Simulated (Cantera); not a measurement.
Input (Python, Cantera):

```python
import numpy as np
import cantera as ct

gas = ct.Solution("h2o2.yaml")
gas.TPX = 475, 160000, {'H2': 1, 'O2': 0.649, 'N2': 2.44}
flame = ct.FreeFlame(gas, width=0.029)
flame.set_refine_criteria(ratio=3, slope=0.08, curve=0.16)
flame.transport_model = "mixture-averaged"
flame.solve(loglevel=0, auto=True)
z, T = flame.grid, flame.T
thick = (T[-1] - T[0]) / np.gradient(T, z).max()
show = ['H2', 'O2', 'H', 'OH', 'HO2', 'H2O']
print(f"laminar burning velocity  {flame.velocity[0] * 100:.3f} cm/s")
print(f"burnt temperature         {T[-1]:.1f} K")
print(f"thermal thickness         {thick * 1e3:.4f} mm")
print(f"grid points               {len(z)}")
z0 = z[flame.heat_release_rate.argmax()]
print(f"{'z/mm':>9s}{'T/K':>9s}{'u/(m/s)':>9s}" + "".join(f"{s:>11s}" for s in show))
rows = []
for k in (-3, -2, -1.5, -1, -0.5, -0.25, 0, 0.25, 0.5, 1, 2, 4, 8):
    zz = z0 + k * thick
    rows.append([k * thick, np.interp(zz, z, T), np.interp(zz, z, flame.velocity),
                 *(np.interp(zz, z, flame.X[gas.species_index(s)]) for s in show)])
    print(f"{rows[-1][0] * 1e3:9.3f}{rows[-1][1]:9.1f}{rows[-1][2]:9.3f}" + "".join(f"{x:11.3e}" for x in rows[-1][3:]))
```

It prints:

```
laminar burning velocity  352.803 cm/s
burnt temperature         2243.6 K
thermal thickness         0.2207 mm
grid points               108
     z/mm      T/K  u/(m/s)         H2         O2          H         OH        HO2        H2O
   -0.662    475.0    3.528  2.446e-01  1.587e-01  9.014e-15  2.305e-14  3.351e-11  4.444e-10
   -0.441    475.0    3.528  2.445e-01  1.587e-01  5.682e-13  1.434e-12  2.368e-09  2.506e-08
   -0.331    475.0    3.527  2.443e-01  1.588e-01  6.417e-12  1.610e-11  3.112e-08  2.863e-07
   -0.221    475.4    3.525  2.432e-01  1.590e-01  2.720e-10  5.078e-10  8.591e-07  6.197e-06
   -0.110    504.8    3.682  2.288e-01  1.613e-01  1.554e-05  2.066e-05  2.286e-04  1.380e-03
   -0.055    756.2    5.334  1.866e-01  1.565e-01  2.056e-03  8.390e-04  4.021e-04  2.534e-02
    0.000   1185.3    8.121  1.122e-01  1.251e-01  1.405e-02  2.692e-03  1.758e-04  9.850e-02
    0.055   1501.7   10.186  4.981e-02  7.942e-02  2.445e-02  7.787e-03  8.981e-05  1.782e-01
    0.110   1672.8   11.292  2.748e-02  5.869e-02  2.350e-02  1.165e-02  5.564e-05  2.120e-01
    0.221   1842.8   12.343  1.945e-02  5.011e-02  1.600e-02  1.411e-02  3.505e-05  2.294e-01
    0.441   1993.3   13.234  1.455e-02  4.650e-02  8.586e-03  1.424e-02  2.131e-05  2.423e-01
    0.883   2110.4   13.904  9.261e-03  4.413e-02  3.741e-03  1.252e-02  1.189e-05  2.540e-01
    1.766   2187.9   14.337  4.910e-03  4.295e-02  1.315e-03  9.711e-03  6.566e-06  2.629e-01
```

Cantera simulation using the H2/O2 subset of GRI-Mech 3.0, which has no nitrogen chemistry; the numbers are that mechanism's predictions, not measurements. Burning velocities carry a grid error of a few per cent, more on coarse grids.
